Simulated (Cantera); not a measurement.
Charge: 1 mol borazine, 4 mol H₂O, 1.5 mol H₂, equilibrated at 2323.15 K and 0.0100 bar.

These are equilibrium values from Cantera (NASA tables, ideal gas, pure condensed phases), not measurements of a reactor. Candidate condensed phases: B, BN, B₂O₃, B₃O₃H₃, H₂O; 39 gas species. The feed counts by its element totals alone. Rates play no part.

Base state: H₂ 0.589, N₂ 0.120, H 0.0837, BO 0.0733, HBO 0.0469, HBO₂ 0.0381, B₂O₃ 0.0338, H₂O 0.00698 (mole fractions); condensed: gas only.

**Question.** What changes in the equilibrium state with this change: pressure from 0.0100 bar to 0.0650 bar?

**Answer.** 
```json
[
 {"species": "H₂", "before": "0.589", "after": "0.638"},
 {"species": "N₂", "before": "0.120", "after": "0.126"},
 {"species": "HBO", "before": "0.0469", "after": "0.0665"},
 {"species": "H", "before": "0.0837", "after": "0.0342"},
 {"species": "BO", "before": "0.0733", "after": "0.0392"},
 {"species": "B₂O₂", "before": "0.00670", "after": "0.0124"},
 {"species": "B₂O₃", "before": "0.0338", "after": "0.0421"},
 {"species": "HBO₂", "before": "0.0381", "after": "0.0362"},
 {"species": "O", "before": "1.59e-5", "after": "1.64e-6"},
 {"species": "OH", "before": "0.000165", "after": "4.51e-5"},
 {"species": "BO₂", "before": "0.00108", "after": "0.000387"},
 {"species": "H₂O", "before": "0.00698", "after": "0.00507"}
]
```
